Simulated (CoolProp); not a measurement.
A closed Brayton cycle with nitrogen: compressor inlet 318.15 K and 4 MPa, high pressure 10.8 MPa, turbine inlet 665 K, compressor efficiency 0.89, turbine efficiency 0.9, recuperator effectiveness 0.9 (on enthalpy, no pinch check). Each further row changes one setting.

Computed with CoolProp (reference Helmholtz-energy equation of state, Span 2000).

```json
[
 {"case": "as stated", "thermal efficiency (%)": "19.9", "net work (kJ/kg)": "34.2", "compressor to turbine work": "0.78", "compressor exit (K)": "437.0", "turbine exit (K)": "520.4"},
 {"case": "turbine inlet 615 K", "thermal efficiency (%)": "14.2", "net work (kJ/kg)": "22.1", "compressor to turbine work": "0.85", "compressor exit (K)": "437.0", "turbine exit (K)": "480.0"},
 {"case": "compressor inlet 328.15 K", "thermal efficiency (%)": "17.8", "net work (kJ/kg)": "30.1", "compressor to turbine work": "0.81", "compressor exit (K)": "450.5", "turbine exit (K)": "520.4"},
 {"case": "high pressure 9.18 MPa", "thermal efficiency (%)": "22.4", "net work (kJ/kg)": "34.1", "compressor to turbine work": "0.75", "compressor exit (K)": "415.2", "turbine exit (K)": "541.7"},
 {"case": "recuperator effectiveness 0.5", "thermal efficiency (%)": "16.5", "net work (kJ/kg)": "34.2", "compressor to turbine work": "0.78", "compressor exit (K)": "437.0", "turbine exit (K)": "520.4"}
]
```
